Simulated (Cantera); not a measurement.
SiCl4 + C2H4 + H2 (silicon carbide growth)

Feed: 1 mol SiCl4, 0.12 mol C2H4, 11 mol H2, equilibrated at 2202 °C.

These are equilibrium values from Cantera (NASA tables, ideal gas, pure condensed phases), not measurements of a reactor. Candidate condensed phases: C, C6H6, C7H8, C8H18, Si, SiC; 109 gas species. The tables' values for SiCl, SiCl3 are old estimates; treat these amounts as uncertain. Gases not in the tables: Si2H6 and higher silanes. Rates play no part.

```
P (Pa)   x H2     x H  x HCl     x Cl   x SiCl2     x Si   x SiCl  n SiC(s)
------  -----  ------  -----  -------  --------  -------  -------  --------
100     0.330   0.409  0.111   0.0971  0.000645   0.0454  0.00129         0
320     0.447   0.266  0.159   0.0671   0.00320   0.0462  0.00289         0
1000    0.539   0.165  0.190   0.0411    0.0102   0.0402  0.00482         0
3200    0.612  0.0984  0.198   0.0226    0.0225   0.0286  0.00603         0
10000   0.669  0.0582  0.197   0.0122    0.0346   0.0155  0.00552     0.116
32000   0.708  0.0335  0.193  0.00645    0.0443  0.00691  0.00416     0.189
100000  0.730  0.0192  0.188  0.00351    0.0503  0.00271  0.00278     0.212
```
x: gas mole fraction; n: condensed amount in mol.

From 1.00 mbar to 32.0 mbar nothing is condensed. From 0.100 bar to 1.00 bar the condensed part is SiC(s). The main Si-bearing gas is Si at 1.00 mbar and SiCl2 at 1.00 bar.
